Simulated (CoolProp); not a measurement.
Properties of hexamethyldisiloxane (MM) along the isobar 7840 kPa (Tc = 518.7 K, pc = 1931 kPa, ω = 0.418).

Model: reference Helmholtz-energy equation of state, Thol 2016, in CoolProp.

```csv
T (K),phase,density (kg/m³),cp (kJ/(kg K)),isothermal compressibility (1/MPa),expansivity (1/kK),fugacity coefficient
426.5,liquid,639.4,2.217,0.005626,1.740,0.07170
454.2,liquid,607.8,2.287,0.007608,1.927,0.1144
481.8,liquid,574.6,2.357,0.01054,2.162,0.1682
509.4,liquid,539.2,2.426,0.01500,2.456,0.2317
537.1,supercritical,501.3,2.495,0.02188,2.821,0.3027
564.7,supercritical,461.0,2.562,0.03234,3.250,0.3775
592.4,supercritical,418.7,2.624,0.04743,3.696,0.4531
620,supercritical,376.2,2.669,0.06614,4.018,0.5260
```
